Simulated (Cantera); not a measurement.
A closed system holds: 1 mol Cr2O3, 160 mol H2, equilibrated at 0.240 bar.

Cantera equilibrium calculation (NASA polynomials, part measured and part estimated; ideal gas, pure solids and liquids). Candidate condensed phases: Cr, Cr2O3, H2O; 13 gas species. Mutual solubility and eutectic melting of coexisting phases are not modelled. Rates play no part.

What share of the Cr ends up in condensed phases as a function of T (K), at 923, 1023, 1123, 1223, 1323, 1423, 1523, 1623, 1723, 1823, 1923, 2023, 2123?


```json
[
 {"T (K)": "923", "Cr condensed (%)": "100.0", "as": "Cr(s) + Cr2O3(s)"},
 {"T (K)": "1023", "Cr condensed (%)": "100.0", "as": "Cr(s) + Cr2O3(s)"},
 {"T (K)": "1123", "Cr condensed (%)": "100.0", "as": "Cr(s) + Cr2O3(s)"},
 {"T (K)": "1223", "Cr condensed (%)": "100.0", "as": "Cr(s) + Cr2O3(s)"},
 {"T (K)": "1323", "Cr condensed (%)": "100.0", "as": "Cr(s) + Cr2O3(s)"},
 {"T (K)": "1423", "Cr condensed (%)": "100.0", "as": "Cr(s) + Cr2O3(s)"},
 {"T (K)": "1523", "Cr condensed (%)": "100.0", "as": "Cr(s) + Cr2O3(s)"},
 {"T (K)": "1623", "Cr condensed (%)": "99.8", "as": "Cr(s) + Cr2O3(s)"},
 {"T (K)": "1723", "Cr condensed (%)": "99.0", "as": "Cr(s) + Cr2O3(s)"},
 {"T (K)": "1823", "Cr condensed (%)": "95.7", "as": "Cr(s) + Cr2O3(s)"},
 {"T (K)": "1923", "Cr condensed (%)": "84.4", "as": "Cr(s) + Cr2O3(s)"},
 {"T (K)": "2023", "Cr condensed (%)": "49.8", "as": "Cr(s) + Cr2O3(s)"},
 {"T (K)": "2123", "Cr condensed (%)": "0.0", "as": "-"}
]
```
